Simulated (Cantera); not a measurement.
A closed system holds: 1 mol Si3N4, 17 mol F2, 0.56 mol N2, 43 mol Cl2, equilibrated at 950 K and 1400 Pa.

Equilibrium computed with Cantera from the NASA thermochemical tables; the gas is ideal and each condensed phase is pure. Candidate condensed phases: Si, Si3N4; 24 gas species. Kinetics and transport are ignored.

Base state: Cl2 0.536, ClF 0.369, SiF4 0.0503, N2 0.0430, Cl 0.00110, F 0.000238 (mole fractions); condensed: gas only.

**Question.** What changes in the equilibrium state with this change: temperature from 950 K to 873 K?

**Answer.** 
```json
[
 {"species": "Cl2", "before": "0.536", "after": "0.537"},
 {"species": "ClF", "before": "0.369", "after": "0.369"},
 {"species": "SiF4", "before": "0.0503", "after": "0.0504"},
 {"species": "Cl", "before": "0.00110", "after": "0.000274"},
 {"species": "N2", "before": "0.0430", "after": "0.0430"},
 {"species": "F", "before": "0.000238", "after": "5.42e-5"}
]
```
